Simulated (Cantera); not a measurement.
A closed system holds: 1 mol CH2F2, 1.5 mol HCl, 0.16 mol H2, held at 35.0 mbar.

Cantera equilibrium calculation (NASA polynomials, part measured and part estimated; ideal gas, pure solids and liquids). Candidate condensed phases: C, C6H6, C7H8, C8H18; 118 gas species. Kinetics and transport are ignored.

At 1323 K, list the 4 most abundant gas species with their mole fractions, and the condensed phases.

HF 0.546, HCl 0.410, H2 0.0437, Cl 1.39e-5. Condensed: C(graphite).
